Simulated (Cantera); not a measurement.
**Gas-phase reforming**

An isothermal, constant-pressure homogeneous reactor starts with CH4 : CO2 : H2 = 1 : 0.55 : 0.086 (molar parts), at 1750 K and 0.133 bar.

Detailed kinetics in Cantera: GRI-Mech 3.0 (53 species, 325 reactions). GRI-Mech 3.0 stops at C3 and has no aromatics, soot or wall deposition, so with more carbon than oxygen in the feed, carbon stays in small species such as C2H2 where larger ones or solid carbon would form.

```
t (s)      x CH4    x CO2    x H2   x HO2       x H   x CH2CO    x HCO
--------  ------  -------  ------  ------  --------  --------  -------
0.000300   0.607    0.336  0.0543  <1e-12   1.33e-5  2.87e-10  7.36e-9
0.000590   0.600    0.335  0.0587  <1e-12   2.55e-5   4.05e-9  5.57e-8
0.00116    0.574    0.330  0.0773  <1e-12   5.09e-5   5.90e-8  2.04e-7
0.00228    0.501    0.315   0.135  <1e-12   9.55e-5   7.90e-7  2.95e-7
0.00448    0.389    0.283   0.230  <1e-12  0.000145   5.72e-6  2.17e-7
0.00881    0.277    0.241   0.322  <1e-12  0.000193   1.71e-5  1.39e-7
0.0173     0.177    0.187   0.384  <1e-12  0.000241   3.39e-5  8.33e-8
0.0341    0.0979    0.119   0.409  <1e-12  0.000291   5.82e-5  4.55e-8
0.0669    0.0464   0.0530   0.409  <1e-12  0.000352   8.25e-5  2.58e-8
0.132     0.0237   0.0241   0.423  <1e-12  0.000418   8.09e-5  1.91e-8
0.259     0.0173   0.0186   0.453  <1e-12  0.000447   5.79e-5  1.66e-8
0.509     0.0141   0.0140   0.488  <1e-12  0.000459   3.46e-5  1.51e-8
1.00      0.0107  0.00897   0.523  <1e-12  0.000470   1.72e-5  1.45e-8
```
x: mole fraction; the columns are a selection and need not sum to one.

Equilibrium at this temperature and pressure: CH4 0.00132, CO2 4.96e-8, H2 0.582, HO2 <1e-12, H 0.000490, CH2CO 8.23e-8, HCO 1.54e-8 (gas phase only).
